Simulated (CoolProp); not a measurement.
Properties of toluene along the isobar 1.01 bar (Tc = 318.6 °C, pc = 41.26 bar, ω = 0.266).

Model: reference Helmholtz-energy equation of state, Lemmon 2006, in CoolProp. It is a short technical equation, of lower accuracy than the large ones.

```csv
T (°C),phase,Joule-Thomson coefficient (K/MPa),fugacity coefficient
115.55,gas,32.72,0.9630
134.05,gas,27.21,(withheld)
152.55,gas,22.94,(withheld)
171.05,gas,19.57,0.9767
189.55,gas,16.88,0.9797
208.05,gas,14.69,0.9822
226.55,gas,12.90,0.9843
245.05,gas,11.42,0.9861
263.45,gas,(withheld),0.9876
281.95,gas,9.130,0.9889
```

Q: Complete the blanks.

A: 
- 134.05, fugacity coefficient: 0.9685
- 152.55, fugacity coefficient: 0.9730
- 263.45, Joule-Thomson coefficient (K/MPa): 10.18
